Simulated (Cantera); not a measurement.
Cantera run:

```python
import numpy as np
import cantera as ct

gas_names = """
    Electron C C+ C- CH CH+ CH2 CH3 CH2OH CH3O CH4 CH3OH CN CN+ CN- CO CO+ CO2 CO2+ COOH C2 C2+ C2- C2H
    CHCO,ketyl C2H2,acetylene C2H2,vinylidene CH2CO,ketene C2H3,vinyl CH3CN CH3CO,acetyl C2H4
    C2H4O,ethylen CH3CHO,ethanal CH3COOH (HCOOH)2 C2H5 C2H6 CH3OCH3 C2H5OH CCN CNC C2N2 C2O C3
    C3H3,propargyl C3H4,allene C3H4,propyne C3H4,cyclo- C3H5,allyl C3H6,propylene C3H6,cyclo- C3H6O
    C3H7,n-propyl C3H7,i-propyl C3H8 C3H8O,1propanol C3H8O,2propanol C3O2 C4 C4H2 C4H4,1,3-cyclo-
    C4H6,butadiene C4H6,2-butyne C4H6,cyclo- C4H8,1-butene C4H8,cis2-buten C4H8,tr2-butene
    C4H8,isobutene C4H8,cyclo- (CH3COOH)2 C4H9,n-butyl C4H9,i-butyl C4H9,s-butyl C4H9,t-butyl
    C4H10,isobutane C4H10,n-butane C4N2 C5 C5H6,1,3cyclo- C5H8,cyclo- C5H10,1-pentene C5H10,cyclo-
    C5H11,pentyl C5H11,t-pentyl C5H12,n-pentane C5H12,i-pentane CH3C(CH3)2CH3 C6H2 C6H5,phenyl
    C6H5O,phenoxy C6H6 C6H5OH,phenol C6H10,cyclo- C6H12,1-hexene C6H12,cyclo- C6H13,n-hexyl C7H7,benzyl
    C7H8 C7H8O,cresol C7H14,1-heptene C7H15,n-heptyl C7H16,n-heptane C8H8,styrene C8H10,ethylbenz
    C8H16,1-octene C8H17,n-octyl C8H18,isooctane C8H18,n-octane C9H19,n-nonyl C10H8,naphthale
    C10H21,n-decyl C12H9,o-bipheny C12H10,bipheny H H+ H- HCN HCO HCO+ HCCN HNC HNCO HNO HNO2 HNO3 HO2
    H2 H2+ H2- HCHO,formaldehy HCOOH H2O H2O+ H2O2 H3O+ N N+ N- NCO NH NH+ NH2 NH3 NH2OH NH4+ NO NO+ NO2
    NO2- NO3 NO3- N2 N2+ N2- N2H2 N2H4 N2O N2O+ O O+ O- OH OH+ OH- O2 O2+ O2- O3
""".split()
cond_names = """
    C(gr) C6H6(L) C7H8(L) C8H18(L),n-octa H2O(s) H2O(L)
""".split()


def load(file, names, dense=False):
    # The tables refer to 1 bar. Condensed volumes are neglected.
    table = {s.name: s for s in ct.Species.list_from_file(file)}
    out = []
    for n in names:
        d = dict(table[n].input_data)
        d["thermo"] = dict(d["thermo"], **{"reference-pressure": 1e5})
        if dense:
            d["equation-of-state"] = {"model": "constant-volume", "density": "1e6 g/cm^3"}
        out.append(ct.Species.from_dict(d))
    return out


gas = ct.Solution(thermo="ideal-gas", species=load("nasa_gas.yaml", gas_names))
cond = {s.name: ct.Solution(thermo="fixed-stoichiometry", species=[s], name=s.name)
        for s in load("nasa_condensed.yaml", cond_names, dense=True)}
atoms = {
    'C2H4': {'C': 2, 'H': 4},
    'O2': {'O': 2},
    'N2': {'N': 2},
    'NH3': {'N': 1, 'H': 3},
}
top_T = {'C(gr)': 4500}  # K; cautious upper limits of use, not melting points


def equilibrate(T, P, feed):
    n = {}
    for name, mol in feed.items():
        for a, k in atoms[name].items():
            n[a] = n.get(a, 0.0) + k * mol
    gas.TPX = T, P, n
    mass = sum(n.values()) * gas.mean_molecular_weight
    gas.equilibrate("TP")
    valid = [c for c in cond.values() if c.min_temp <= T <= top_T.get(c.name, c.max_temp)]
    mix = ct.Mixture([(gas, mass / gas.mean_molecular_weight)] + [(c, 0.0) for c in valid])
    mix.T, mix.P = T, P
    mix.equilibrate("TP", solver="vcs", rtol=1e-11, max_steps=5000)
    return mix


results = []
feed = {'C2H4': 1, 'O2': 0.078, 'N2': 7.4, 'NH3': 2}  # mol
P = 10000  # Pa
for T in [2500, 3000, 3500, 4000, 4500, 5000]:
    mix = equilibrate(T, P, feed)
    results.append((T, P, feed, dict(zip(mix.species_names, mix.species_moles))))

top = {s: max(r[3][s] / sum(r[3][g] for g in gas_names) for r in results) for s in gas_names}
cols = sorted((s for s in top if top[s] > 1e-06), key=lambda s: -top[s])[:8]
seen = [c for c in cond_names if any(r[3].get(c, 0) > 1e-12 for r in results)]
print("log10 of partial pressures in bar; condensed amounts in mol")
print(f"{'T/K':>10s}" + "".join(f"{s[:9]:>10s}" for s in cols + seen))
for T, P, feed, n in results:
    ng = sum(n[g] for g in gas_names)
    print(f"{T:10.4g}" + "".join(f"{np.log10(max(n[s] / ng * P / 1e5, 1e-99)):10.3f}" for s in cols)
          + "".join(f"{n.get(c, 0):10.4g}" for c in seen))
```

It prints:

```
log10 of partial pressures in bar; condensed amounts in mol
       T/K        N2         H        H2         C         N       HCN        CN       HNC     C(gr)
      2500    -1.230    -2.349    -1.498    -6.779    -7.149    -2.514    -4.602    -3.446     1.267
      3000    -1.293    -1.680    -1.757    -4.295    -5.502    -2.224    -3.133    -2.948   0.04494
      3500    -1.356    -1.374    -2.291    -3.029    -4.332    -2.705    -2.599    -3.283         0
      4000    -1.389    -1.313    -3.031    -2.389    -3.445    -3.537    -2.498    -4.006         0
      4500    -1.404    -1.311    -3.700    -2.176    -2.747    -4.507    -2.696    -4.894         0
      5000    -1.439    -1.322    -4.260    -2.116    -2.199    -5.418    -2.974    -5.739         0
```

Method: chemical equilibrium by Gibbs-energy minimisation in Cantera with the NASA 1993 tables (ideal gas, pure condensed phases).
